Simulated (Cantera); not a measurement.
Cantera run:

```python
import numpy as np
import cantera as ct

gas_names = """
    CL CLO CL2 H HCL HOCL HO2 H2 H2O H2O2 O OH O2 O3 Ti TiCL TiCL2 TiCL3 TiCL4 TiO TiOCL TiOCL2 TiO2
""".split()
cond_names = """
    H2O(s) H2O(L) Ti(a) Ti(b) Ti(L) TiCL2(s) TiCL3(s) TiCL4(L) TiO(a) TiO(b) TiO(L) TiO2(ru) TiO2(L)
    Ti2O3(a) Ti2O3(b) Ti2O3(L) Ti3O5(a) Ti3O5(b) Ti3O5(L) Ti4O7(s) Ti4O7(L)
""".split()


# ... load() reads the species with a 1 bar reference pressure and builds the phases ...
atoms = {
    'TiCl4': {'Ti': 1, 'CL': 4},
    'O2': {'O': 2},
    'H2': {'H': 2},
}
top_T = {'TiCL2(s)': 1300, 'TiCL3(s)': 1000}  # K; cautious upper limits of use, not melting points


# ... equilibrate(T, P, feed) seeds the gas with the atoms and calls Mixture.equilibrate('TP', solver="vcs", rtol=1e-11, max_steps=5000) ...
results = []
feed = {'TiCl4': 1, 'O2': 4.6, 'H2': 290}  # mol
T = 1675  # K
P = 100000  # Pa
mix = equilibrate(T, P, feed)
results.append((T, P, feed, dict(zip(mix.species_names, mix.species_moles))))
print(gas.report(threshold=0.001))
for i in range(1, mix.n_phases):
    print(f"{mix.phase(i).name:16s} {mix.phase_moles(i):12.5e} mol")
```

It prints:

```
       temperature   1675 K
          pressure   1e+05 Pa
           density   0.020793 kg/m^3
  mean mol. weight   2.8958 kg/kmol
   phase of matter   gas

                          1 kg             1 kmol
                     ---------------   ---------------
          enthalpy          1.21e+07        3.5039e+07  J
   internal energy        7.2906e+06        2.1112e+07  J
           entropy             64492        1.8676e+05  J/K
    Gibbs function       -9.5924e+07       -2.7778e+08  J
 heat capacity c_p             11557             33468  J/K
 heat capacity c_v              8686             25153  J/K

                      mass frac. Y      mole frac. X     chem. pot. / RT
                     ---------------   ---------------   ---------------
               HCL           0.17244          0.013697            -36.66
                H2            0.6688           0.96068            -18.97
               H2O           0.15871          0.025512           -47.753
     [  +20 minor]        5.6214e-05        0.00011522

Ti(b)             0.00000e+00 mol
TiCL4(L)          0.00000e+00 mol
TiO(b)            0.00000e+00 mol
TiO2(ru)          0.00000e+00 mol
Ti2O3(b)          0.00000e+00 mol
Ti3O5(b)          0.00000e+00 mol
Ti4O7(s)          2.50000e-01 mol
```

Method: chemical equilibrium by Gibbs-energy minimisation in Cantera with the NASA 1993 tables (ideal gas, pure condensed phases). Condensed phases not in the tables: Magnéli phases beyond Ti4O7.
